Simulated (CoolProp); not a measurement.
Values from CoolProp's reference Helmholtz-energy equation of state, Lemmon 2006. It is a short technical equation, of lower accuracy than the large ones.

Problem. For n-nonane, give the phase and the density (kg/m³), cv (kJ/(kg K)), Joule-Thomson coefficient (K/MPa), viscosity (µPa s) at 569.2 K and 342 kPa; 569.2 K and 1030 kPa.

Solution. 
- 569.2 K and 342 kPa: gas; density 9.91, cv 2.71, Joule-Thomson coefficient 10.1, viscosity 10.2
- 569.2 K and 1030 kPa: gas; density 36.1, cv 2.76, Joule-Thomson coefficient 14.0, viscosity 10.5

Viscosity comes from a separate model (Huber 2004).
